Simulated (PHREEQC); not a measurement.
Solution (25 °C): 0.0011 mol H2SO4, 1.7e-05 mol H4SiO4 and 0.00024 mol KH2PO4 per kg of water. Closed to the air; pH follows from the charge balance.

Computed with PHREEQC (ion-association model, phreeqc.dat).

Precipitation was switched off in this run.

### Question
Order these S species by the share of S that they hold, largest first: SO4-2, KSO4-, HSO4-.

### Answer
SO4-2 (87 %), HSO4- (13 %), KSO4- (0.11 %)

The pH is 2.72 and the ionic strength 0.00319 mol/kgw.
